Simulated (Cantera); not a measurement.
A freely propagating, adiabatic, planar premixed flame of H₂ : O₂ : N₂ : H₂O = 1 : 0.238 : 0.833 : 0.021 (molar parts), unburnt at 375 K and 0.560 bar; mixture-averaged transport, grid criteria slope 0.08 and curve 0.16, no radiation.

Detailed kinetics in Cantera: the H2/O2 subset of GRI-Mech 3.0, which has no nitrogen chemistry. Burning velocities carry a grid error of a few per cent, more on coarse grids.

x: mole fraction of selected species; z is measured from the peak of heat release.

| z (mm) | T (K) | u (m/s) | x H₂ | x O₂ | x H | x H₂O | x HO₂ | x H₂O₂ |
|---|---|---|---|---|---|---|---|---|
| -2.34 | 375 | 4.13 | 0.478 | 0.114 | <1e-8 | 0.0100 | <1e-8 | <1e-8 |
| -1.56 | 375 | 4.13 | 0.478 | 0.114 | <1e-8 | 0.0100 | <1e-8 | <1e-8 |
| -1.17 | 375 | 4.13 | 0.478 | 0.114 | <1e-8 | 0.0100 | <1e-8 | <1e-8 |
| -0.782 | 375 | 4.13 | 0.478 | 0.114 | <1e-8 | 0.0100 | 2.52e-8 | <1e-8 |
| -0.391 | 392 | 4.30 | 0.475 | 0.114 | 2.32e-5 | 0.0104 | 0.000137 | ? |
| -0.195 | 662 | 7.06 | 0.442 | 0.108 | 0.00610 | 0.0312 | 0.000164 | ? |
| 0 | 1078 | 11.2 | 0.354 | 0.0772 | 0.0408 | 0.103 | 5.47e-5 | ? |
| 0.195 | 1357 | 13.9 | 0.261 | 0.0246 | 0.0790 | 0.203 | 1.58e-5 | ? |
| 0.391 | 1480 | 15.2 | 0.233 | 0.00468 | 0.0872 | 0.243 | 2.86e-6 | ? |
| 0.782 | 1588 | 16.1 | 0.234 | 0.000577 | 0.0781 | 0.252 | 3.40e-7 | ? |
| 1.56 | 1697 | 17.1 | 0.243 | 0.000333 | 0.0632 | 0.255 | 1.93e-7 | ? |
| 3.13 | 1806 | 18.1 | 0.253 | 0.000215 | 0.0476 | 0.258 | 1.25e-7 | ? |
| 6.25 | 1903 | 18.9 | 0.261 | 0.000117 | 0.0335 | 0.261 | 7.34e-8 | ? |

### Question
What belongs in the gaps?

### Answer

- -0.391, x H₂O₂: 6.77e-6
- -0.195, x H₂O₂: 4.36e-5
- 0, x H₂O₂: 2.05e-6
- 0.195, x H₂O₂: 6.57e-7
- 0.391, x H₂O₂: 3.85e-7
- 0.782, x H₂O₂: 2.76e-7
- 1.56, x H₂O₂: 1.84e-7
- 3.13, x H₂O₂: 1.04e-7
- 6.25, x H₂O₂: 5.22e-8
